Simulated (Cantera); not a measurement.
Input (Python, Cantera) and output of one run.

```python
import numpy as np
import cantera as ct

gas_names = """
    H H2 N NH NH2 NH3 N2 N2H2 N2H4 Si SiH SiH2 SiH3 SiH4 SiN Si2 Si2N Si3
""".split()
cond_names = """
    Si(cr) Si(L) Si3N4(a)
""".split()


# ... load() reads the species with a 1 bar reference pressure and builds the phases ...
atoms = {
    'SiH4': {'Si': 1, 'H': 4},
    'NH3': {'N': 1, 'H': 3},
    'H2': {'H': 2},
    'N2': {'N': 2},
}
top_T = {'Si3N4(a)': 2400}  # K; cautious upper limits of use, not melting points


# ... equilibrate(T, P, feed) seeds the gas with the atoms and calls Mixture.equilibrate('TP', solver="vcs", rtol=1e-11, max_steps=5000) ...
results = []
P = 86  # Pa
for T in [1050, 1150, 1250, 1350, 1450, 1550, 1650, 1750, 1850, 1950, 2050]:
    for m in [1, 2.7, 4.4, 6.1, 7.8, 9.6, 11, 13, 15, 16]:
        feed = {'SiH4': 1, 'NH3': m, 'H2': 0.26, 'N2': 4.5}  # mol
        mix = equilibrate(T, P, feed)
        results.append((T, P, feed, dict(zip(mix.species_names, mix.species_moles))))

for T, P, feed, n in results:
    print(f"{T:7g} {feed['NH3']:10.4g}  " + (" + ".join(c for c in cond_names if n.get(c, 0) > 1e-12) or "gas only"))
```

Result:

```
   1050          1  Si3N4(a)
   1050        2.7  Si3N4(a)
   1050        4.4  Si3N4(a)
   1050        6.1  Si3N4(a)
   1050        7.8  Si3N4(a)
   1050        9.6  Si3N4(a)
   1050         11  Si3N4(a)
   1050         13  Si3N4(a)
   1050         15  Si3N4(a)
   1050         16  Si3N4(a)
   1150          1  Si3N4(a)
   1150        2.7  Si3N4(a)
   1150        4.4  Si3N4(a)
   1150        6.1  Si3N4(a)
   1150        7.8  Si3N4(a)
   1150        9.6  Si3N4(a)
   1150         11  Si3N4(a)
   1150         13  Si3N4(a)
   1150         15  Si3N4(a)
   1150         16  Si3N4(a)
   1250          1  Si3N4(a)
   1250        2.7  Si3N4(a)
   1250        4.4  Si3N4(a)
   1250        6.1  Si3N4(a)
   1250        7.8  Si3N4(a)
   1250        9.6  Si3N4(a)
   1250         11  Si3N4(a)
   1250         13  Si3N4(a)
   1250         15  Si3N4(a)
   1250         16  Si3N4(a)
   1350          1  Si3N4(a)
   1350        2.7  Si3N4(a)
   1350        4.4  Si3N4(a)
   1350        6.1  Si3N4(a)
   1350        7.8  Si3N4(a)
   1350        9.6  Si3N4(a)
   1350         11  Si3N4(a)
   1350         13  Si3N4(a)
   1350         15  Si3N4(a)
   1350         16  Si3N4(a)
   1450          1  Si3N4(a)
   1450        2.7  Si3N4(a)
   1450        4.4  Si3N4(a)
   1450        6.1  Si3N4(a)
   1450        7.8  Si3N4(a)
   1450        9.6  Si3N4(a)
   1450         11  Si3N4(a)
   1450         13  Si3N4(a)
   1450         15  Si3N4(a)
   1450         16  Si3N4(a)
   1550          1  Si3N4(a)
   1550        2.7  Si3N4(a)
   1550        4.4  Si3N4(a)
   1550        6.1  Si3N4(a)
   1550        7.8  Si3N4(a)
   1550        9.6  Si3N4(a)
   1550         11  Si3N4(a)
   1550         13  Si3N4(a)
   1550         15  Si3N4(a)
   1550         16  Si3N4(a)
   1650          1  Si(cr)
   1650        2.7  Si(cr)
   1650        4.4  Si(cr)
   1650        6.1  Si(cr)
   1650        7.8  Si(cr)
   1650        9.6  Si(cr)
   1650         11  Si(cr)
   1650         13  Si(cr)
   1650         15  Si(cr)
   1650         16  Si(cr)
   1750          1  Si(L)
   1750        2.7  Si(L)
   1750        4.4  Si(L)
   1750        6.1  Si(L)
   1750        7.8  Si(L)
   1750        9.6  Si(L)
   1750         11  Si(L)
   1750         13  Si(L)
   1750         15  Si(L)
   1750         16  Si(L)
   1850          1  Si(L)
   1850        2.7  Si(L)
   1850        4.4  Si(L)
   1850        6.1  Si(L)
   1850        7.8  Si(L)
   1850        9.6  Si(L)
   1850         11  Si(L)
   1850         13  Si(L)
   1850         15  Si(L)
   1850         16  Si(L)
   1950          1  Si(L)
   1950        2.7  Si(L)
   1950        4.4  Si(L)
   1950        6.1  Si(L)
   1950        7.8  Si(L)
   1950        9.6  Si(L)
   1950         11  Si(L)
   1950         13  gas only
   1950         15  gas only
   1950         16  gas only
   2050          1  Si(L)
   2050        2.7  gas only
   2050        4.4  gas only
   2050        6.1  gas only
   2050        7.8  gas only
   2050        9.6  gas only
   2050         11  gas only
   2050         13  gas only
   2050         15  gas only
   2050         16  gas only
```

Cantera equilibrium calculation (NASA polynomials, part measured and part estimated; ideal gas, pure solids and liquids).
